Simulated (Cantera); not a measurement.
Feed: 1 mol Fe(CO)₅, 0.28 mol CO, 22 mol N₂, held at 1.10 bar.

Equilibrium computed with Cantera from the NASA thermochemical tables; the gas is ideal and each condensed phase is pure. Candidate condensed phases: C, Fe, Fe(CO)₅, FeO, Fe₂O₃, Fe₃O₄; 27 gas species. Equilibrium is a limit: real reactors are often held back by kinetics, nucleation or transport.

**Question.** At 1548 K, list the 3 most abundant gas species with their mole fractions, and the condensed phases.

**Answer.** N₂ 0.806, CO 0.194, CO₂ 1.81e-5. Condensed: Fe(γ).
